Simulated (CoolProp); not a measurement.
Saturation properties of oxygen.

Computed with CoolProp (reference Helmholtz-energy equation of state, Schmidt 1985).

| T (°C) | p (bar) | liquid density (kg/m³) | vapour Z | vapour viscosity (µPa s) |
|---|---|---|---|---|
| -153.05 | 10.28 | 973.2 | 0.8334 | … |
| -149.65 | 12.45 | 950.2 | 0.8094 | 9.76 |
| -146.35 | 14.86 | 926.7 | 0.7841 | 10.1 |
| -142.95 | … | 900.9 | 0.7556 | 10.5 |
| -139.65 | 20.74 | 874.0 | 0.7254 | 10.9 |
| -136.25 | … | … | 0.6911 | 11.3 |
| -132.95 | … | 811.2 | 0.6540 | 11.9 |
| -129.55 | 32.52 | 772.8 | 0.6106 | 12.5 |
| -126.25 | 37.27 | 728.5 | 0.5612 | … |
| -122.85 | 42.69 | 669.4 | 0.4971 | 14.9 |

Problem. Fill in the missing entries.

Solution. 
- -153.05, vapour viscosity (µPa s): 9.44
- -142.95, p (bar): 17.67
- -136.25, p (bar): 24.28
- -136.25, liquid density (kg/m³): 843.7
- -132.95, p (bar): 28.12
- -126.25, vapour viscosity (µPa s): 13.4

It boils at -183.0 °C under 1 atm.

Viscosity comes from a separate model (Lemmon 2004).
